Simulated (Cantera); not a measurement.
Charge: 1 mol Al, 36 mol N₂O, 500 mol N₂, equilibrated at 1000 °C and 37000 Pa.

Cantera equilibrium calculation (NASA polynomials, part measured and part estimated; ideal gas, pure solids and liquids). Candidate condensed phases: Al, AlN, Al₂O₃; 16 gas species. Equilibrium is a limit: real reactors are often held back by kinetics, nucleation or transport.

Base state: N₂ 0.969, O₂ 0.0311, NO 0.000141 (mole fractions); condensed: Al₂O₃(s).

What changes in the equilibrium state with this change: N₂O from 36 to 16 mol?


| species | before | after |
|---|---|---|
| N₂ | 0.969 | 0.986 |
| O₂ | 0.0311 | 0.0138 |
| NO | 0.000141 | 9.49e-5 |
| Al₂O₃(s), mol | 0.500 | 0.500 |
